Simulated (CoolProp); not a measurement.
A Linde-Hampson liquefier for methane: isothermal reversible compression at 290 K from 1 atm to 15 MPa, throttling to 1 atm, return gas leaving the recuperator 2 K below the feed. Each further row changes one setting.

Values from CoolProp's reference Helmholtz-energy equation of state, Setzmann 1991.

```tsv
case	liquid yield per pass	compression work (kJ/kg of gas)
as stated	0.171	712
high pressure 30 MPa	0.252	798
warm-end temperature 320 K	0.125	801
warm-end gap 7 K	0.161	712
```
